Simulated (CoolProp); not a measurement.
Values from CoolProp's reference Helmholtz-energy equation of state, Gao 2020.

For ammonia, give the phase and the cp (kJ/(kg K)), speed of sound (m/s), conductivity (mW/(m K)), Prandtl number at 344.2 K and 1.01 bar; 373.1 K and 1.01 bar.


- 344.2 K and 1.01 bar: gas; cp 2.20, speed of sound 464, conductivity 29.8, Prandtl number 0.873
- 373.1 K and 1.01 bar: gas; cp 2.24, speed of sound 482, conductivity 33.4, Prandtl number 0.867

Viscosity comes from a separate model (Fenghour 1995). Thermal conductivity comes from a separate model (Tufeu 1984).
